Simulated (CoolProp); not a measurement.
CH2F2 (R32) along the isobar 6900 kPa: density (kg/m³) from the reference equation and from simpler models built on Tc = 78.1 °C, pc = 5783 kPa, ω = 0.277; each cubic takes its own stable root.

Values from CoolProp's reference Helmholtz-energy equation of state, Tillner-Roth 1997.

```csv
T (°C),phase,reference,Redlich-Kwong,Soave-Redlich-Kwong,Peng-Robinson
55.05,liquid,857.6,617.4,640.2,720.2
62.15,liquid,815.8,582.6,601.1,674.3
69.35,liquid,764.5,541.5,554.0,618.7
76.45,liquid,696.6,491.4,494.5,548.1
83.55,supercritical,574.7,421.2,404.1,439.8
90.65,supercritical,309.8,304.1,268.7,285.8
97.75,supercritical,238.4,234.3,216.0,228.5
104.95,supercritical,206.4,203.7,190.2,200.3
112.05,supercritical,186.5,185.0,173.6,182.3
119.15,supercritical,172.2,171.6,161.4,169.0
126.25,supercritical,161.1,161.0,151.8,158.5
133.35,supercritical,152.0,152.5,143.9,150.0
140.45,supercritical,144.5,145.2,137.2,142.7
147.65,supercritical,137.9,138.9,131.3,136.4
154.75,supercritical,132.3,133.4,126.2,130.9
161.85,supercritical,127.3,128.6,121.7,126.1
```
